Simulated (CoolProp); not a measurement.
Vapour-liquid equilibrium of cyclohexane (1) + o-xylene (2) at 420.5 K; x and y are mole fractions of (1).

Values from CoolProp's multi-fluid Helmholtz-energy mixture model, Zhou 2014 and Zhou 2012; pair parameters Bell 2016.

```csv
x,bubble pressure (MPa),y at the bubble point,dew pressure at overall composition x (MPa),liquid density (mol/L)
0.05,0.1370,0.230,0.1146,7.242
0.125,(withheld),0.438,0.1230,7.273
0.2,0.2133,0.567,(withheld),7.305
0.275,(withheld),0.654,0.1439,7.336
0.35,0.2807,0.718,0.1572,7.367
0.425,0.3115,0.768,0.1731,7.399
0.5,0.3408,0.809,0.1924,7.431
0.575,0.3689,0.844,(withheld),(withheld)
0.65,0.3962,0.875,0.2462,(withheld)
0.725,0.4231,0.903,0.2845,7.535
0.8,0.4500,0.930,0.3338,7.573
0.875,0.4772,0.956,0.3965,7.613
0.95,0.5051,0.982,0.4710,7.656
```

Some entries are withheld; supply them.


- 0.125, bubble pressure (MPa): 0.1763
- 0.2, dew pressure at overall composition x (MPa): 0.1327
- 0.275, bubble pressure (MPa): 0.2481
- 0.575, dew pressure at overall composition x (MPa): 0.2162
- 0.575, liquid density (mol/L): 7.465
- 0.65, liquid density (mol/L): 7.499

No azeotrope shows between x = 0.05 and 0.95.

Pair parameters are fitted to limited data, so mixtures are less certain than the pure fluids.
